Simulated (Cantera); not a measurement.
Source: NASA polynomial tables (part measured, part estimated), evaluated in Cantera. Values are per mole of reaction as written; species without (g) are pure solids or liquids, kept so even where they would boil at 1 bar.

### Question
Between 300 and 1948 K, where is each reaction favourable under standard conditions?
- 8 SO3(g) + 12 K(g) = 6 K2SO4 + S2(g)

### Answer
- 8 SO3(g) + 12 K(g) = 6 K2SO4 + S2(g): ΔG° is -5591 kJ at 300 K and -1880 kJ at 1948 K; it stays negative (K > 1). ΔH° is -5573 kJ and ΔS° -1896 J/K at 1948 K.
